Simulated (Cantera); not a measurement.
Cantera run:

```python
import numpy as np
import cantera as ct

gas_names = """
    CS2 Ca SO2 COS
""".split()
cond_names = """
    CaS(s)
""".split()


def load(file, names, dense=False):
    # The tables refer to 1 bar. Condensed volumes are neglected.
    table = {s.name: s for s in ct.Species.list_from_file(file)}
    out = []
    for n in names:
        d = dict(table[n].input_data)
        d["thermo"] = dict(d["thermo"], **{"reference-pressure": 1e5})
        if dense:
            d["equation-of-state"] = {"model": "constant-volume", "density": "1e6 g/cm^3"}
        out.append(ct.Species.from_dict(d))
    return out


species = {s.name: s for s in load("nasa_gas.yaml", gas_names) + load("nasa_condensed.yaml", cond_names)}
# Each term lists the table entries of one substance; the one whose range holds T is used.
reactions = {
    '2 CS2(g) + 3 Ca(g) + SO2(g) = 3 CaS + 2 COS(g)':
        [(-2, ['CS2']), (-3, ['Ca']), (-1, ['SO2']), (3, ['CaS(s)']), (2, ['COS'])],
}


def pick(names, T):
    return next(species[n] for n in names if species[n].thermo.min_temp <= T <= species[n].thermo.max_temp)


results = []
for label, terms in reactions.items():
    print(label)
    print("     T/K   dH/kJ  dS/(J/K)   dG/kJ   log10 K")
    for T in [400, 600, 800, 1000, 1200, 1400, 1600, 1800, 2000]:
        used = [(nu, pick(names, T)) for nu, names in terms]
        dH = sum(nu * s.thermo.h(T) for nu, s in used) / 1e6
        dS = sum(nu * s.thermo.s(T) for nu, s in used) / 1e3
        dG = dH - T * dS / 1e3
        logK = -dG * 1e6 / (ct.gas_constant * T * np.log(10))
        results.append((label, T, dH, dS, dG, logK, [s.name for _, s in used]))
        print(f"{T:8g} {dH:8.1f} {dS:8.1f} {dG:8.1f} {logK:8.2f}")
```

Result:

```
2 CS2(g) + 3 Ca(g) + SO2(g) = 3 CaS + 2 COS(g)
     T/K   dH/kJ  dS/(J/K)   dG/kJ   log10 K
     400  -2163.6   -546.2  -1945.1   254.00
     600  -2156.5   -531.9  -1837.3   159.95
     800  -2149.0   -521.1  -1732.1   113.09
    1000  -2141.1   -512.3  -1628.8    85.08
    1200  -2132.7   -504.7  -1527.1    66.47
    1400  -2123.9   -497.9  -1426.8    53.24
    1600  -2114.6   -491.7  -1327.9    43.35
    1800  -2105.0   -486.0  -1230.1    35.70
    2000  -2094.9   -480.7  -1133.5    29.60
```

Source: NASA polynomial tables (part measured, part estimated), evaluated in Cantera. Condensed species are held in their standard states even where they would react or evaporate.
